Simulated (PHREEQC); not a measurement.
Dissolve 0.0099 mol NaHCO3, 0.00099 mol Na2B4O7 and 0.25 mol KCl per kg of water at 61 °C. Closed to the air; pH follows from the charge balance.

All values are PHREEQC results (Pitzer model, pitzer.dat), not measurements.

```tsv
quantity	before	after
pH	8.62	8.67
CO3-2 (mol/kgw)	0.000886	0.000398
SI of Sylvite (KCl)	-2.71	-3.25
```

Task: Which change was made?
A) temperature from 61 to 55 °C
B) 0.063 mol/kgw NaOH added
C) Na2B4O7 from 0.00099 to 0.00109 mol/kgw
D) diluted 2-fold with water

Result: D, diluted 2-fold with water

No solid was allowed to form. Away from 25 °C the constants follow the database's enthalpies or fits; those with neither stay at their 25 °C values.
